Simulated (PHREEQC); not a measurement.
Dissolve 0.0014 mol/kgw HNO3 and 0.013 mol/kgw KH2PO4 at 25 °C. Closed to the air; pH follows from the charge balance.

Model: ion-association model, phreeqc.dat, run in PHREEQC.

```csv
quantity,before,after
pH,3.29,3.23
ionic strength (mol/kgw),0.0136,0.0137
H2PO4- (mol/kgw),0.0122,0.0123
H3PO4 (mol/kgw),0.000828,0.000744
HPO4-2 (mol/kgw),2.06e-6,1.59e-6
```

Task: What was changed between the two runs?
A. temperature from 25 to 5 °C
B. KH2PO4 replaced by H3PO4 at the same molality
C. 0.00054 mol/kgw Ca(OH)2 added
D. temperature from 25 to 30 °C

Result: A, temperature from 25 to 5 °C

This is a speciation only: nothing precipitates in the calculation. Away from 25 °C the constants follow the database's enthalpies or fits; those with neither stay at their 25 °C values.
